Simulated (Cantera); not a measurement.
Input (Python, Cantera):

```python
import numpy as np
import cantera as ct

gas = ct.Solution("gri30.yaml")
gas.TPX = 475, 390000, {'CO': 1, 'H2': 0.26, 'CH4': 0.31, 'O2': 0.893, 'N2': 3.36}
flame = ct.FreeFlame(gas, width=0.015)
flame.set_refine_criteria(ratio=3, slope=0.08, curve=0.16)
flame.transport_model = "mixture-averaged"
flame.solve(loglevel=0, auto=True)
z, T = flame.grid, flame.T
thick = (T[-1] - T[0]) / np.gradient(T, z).max()
show = ['CO', 'H2', 'CH4', 'HCN', 'C2H4', 'HO2']
print(f"laminar burning velocity  {flame.velocity[0] * 100:.3f} cm/s")
print(f"burnt temperature         {T[-1]:.1f} K")
print(f"thermal thickness         {thick * 1e3:.4f} mm")
print(f"grid points               {len(z)}")
z0 = z[flame.heat_release_rate.argmax()]
print(f"{'z/mm':>9s}{'T/K':>9s}{'u/(m/s)':>9s}" + "".join(f"{s:>11s}" for s in show))
rows = []
for k in (-3, -2, -1.5, -1, -0.5, -0.25, 0, 0.25, 0.5, 1, 2, 4, 8):
    zz = z0 + k * thick
    rows.append([k * thick, np.interp(zz, z, T), np.interp(zz, z, flame.velocity),
                 *(np.interp(zz, z, flame.X[gas.species_index(s)]) for s in show)])
    print(f"{rows[-1][0] * 1e3:9.3f}{rows[-1][1]:9.1f}{rows[-1][2]:9.3f}" + "".join(f"{x:11.3e}" for x in rows[-1][3:]))
```

It prints:

```
laminar burning velocity  108.319 cm/s
burnt temperature         2330.8 K
thermal thickness         0.0849 mm
grid points               141
     z/mm      T/K  u/(m/s)         CO         H2        CH4        HCN       C2H4        HO2
   -0.255    475.1    1.083  1.718e-01  4.439e-02  5.325e-02  3.455e-12  3.862e-10  4.750e-08
   -0.170    476.0    1.085  1.719e-01  4.372e-02  5.326e-02  7.635e-11  8.486e-09  7.653e-07
   -0.127    480.2    1.093  1.720e-01  4.274e-02  5.321e-02  6.121e-10  6.739e-08  4.717e-06
   -0.085    516.4    1.174  1.721e-01  4.040e-02  5.233e-02  9.784e-09  1.064e-06  5.082e-05
   -0.042    861.4    1.959  1.707e-01  3.565e-02  4.188e-02  2.413e-07  2.559e-05  4.116e-04
   -0.021   1285.6    2.927  1.693e-01  3.284e-02  2.622e-02  7.992e-07  7.825e-05  2.956e-04
    0.000   1700.1    3.863  1.649e-01  2.889e-02  8.241e-03  1.934e-06  8.927e-05  1.376e-04
    0.021   1914.3    4.317  1.506e-01  2.365e-02  9.961e-04  2.403e-06  1.129e-05  3.812e-05
    0.042   2000.5    4.472  1.345e-01  2.117e-02  6.521e-05  1.431e-06  2.830e-07  1.589e-05
    0.085   2085.3    4.613  1.184e-01  2.146e-02  3.210e-07  3.267e-07  1.468e-10  7.387e-06
    0.170   2167.9    4.764  1.117e-01  2.187e-02  5.494e-11  2.754e-08  1.242e-15  3.867e-06
    0.340   2238.8    4.899  1.098e-01  2.123e-02  1.961e-13  1.253e-09  2.109e-20  1.853e-06
    0.679   2287.5    4.990  1.086e-01  2.067e-02  1.890e-13  5.023e-10  1.863e-20  7.103e-07
```

Detailed kinetics in Cantera: GRI-Mech 3.0 (53 species, 325 reactions). Burning velocities carry a grid error of a few per cent, more on coarse grids.
